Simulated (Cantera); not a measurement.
Gas mixture: NH3 : C3H8 : N2 = 0.061 : 0.18 : 0.52 (molar parts), at 1.00 atm, frozen composition.

Cantera's kinetic-theory transport with the Lennard-Jones parameters of GRI-Mech 3.0, ideal gas; thermal conductivity in the mixture-averaged form. Polar gases are described roughly by these parameters. The composition is frozen, though it would react at the higher temperatures.

D: mixture-averaged diffusion coefficient of that species in the mixture.

```csv
T (K),ρ (kg/m³),cp (J/kg/K),μ (µPa s),λ (mW/m/K),Pr,D (cm²/s) C2H2,D (cm²/s) H,D (cm²/s) CH4
400,0.943,1467,17.4,33.1,0.772,0.237,1.71,0.318
650,0.580,…,…,…,0.844,…,…,…
900,0.419,2113,31.8,75.8,0.888,0.987,7.01,1.30
1150,0.328,2309,37.7,95.8,0.909,1.50,10.6,1.97
1400,0.269,2454,43.1,115,0.921,2.09,14.7,2.73
1650,0.229,2568,…,…,0.931,…,…,…
```

Problem. Some entries are withheld; supply them.

Solution. 
- 650, cp (J/kg/K): 1832
- 650, μ (µPa s): 25.2
- 650, λ (mW/m/K): 54.7
- 650, D (cm²/s) C2H2: 0.563
- 650, D (cm²/s) H: 4.02
- 650, D (cm²/s) CH4: 0.746
- 1650, μ (µPa s): 48.0
- 1650, λ (mW/m/K): 133
- 1650, D (cm²/s) C2H2: 2.75
- 1650, D (cm²/s) H: 19.4
- 1650, D (cm²/s) CH4: 3.60
